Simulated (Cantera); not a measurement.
A perfectly stirred reactor is fed with 12.0 % H₂, 66.7 % O₂, 21.3 % N₂, equivalence ratio 0.090, at 0.0133 bar; it is held at 950 K, and followed from long to short residence time.

Model: the H2/O2 subset of GRI-Mech 3.0, which has no nitrogen chemistry, integrated in Cantera. Radical loss at walls, strong at low pressure, is not modelled. The temperature is held fixed by assumption; the heat of reaction is taken as removed at once.

**Question.** Predict: x(H₂) at τ = 1.20 s; x(O₂) at τ = 1.20 s; x(H₂O₂) at τ = 1.20 s; x(H) at τ = 1.20 s; x(HO₂) at τ = 1.20 s; x(H₂) at τ = 38.0 ms; x(O₂) at τ = 38.0 ms; x(H₂O₂) at τ = 38.0 ms; x(H) at τ = 38.0 ms; x(HO₂) at τ = 38.0 ms.

**Answer.** x(H₂) at τ = 1.20 s: 0.00122
x(O₂) at τ = 1.20 s: 0.645
x(H₂O₂) at τ = 1.20 s: 2.26e-7
x(H) at τ = 1.20 s: 0.000242
x(HO₂) at τ = 1.20 s: 6.42e-6
x(H₂) at τ = 38.0 ms: 0.00842
x(O₂) at τ = 38.0 ms: 0.640
x(H₂O₂) at τ = 38.0 ms: 3.10e-7
x(H) at τ = 38.0 ms: 0.00652
x(HO₂) at τ = 38.0 ms: 1.06e-5
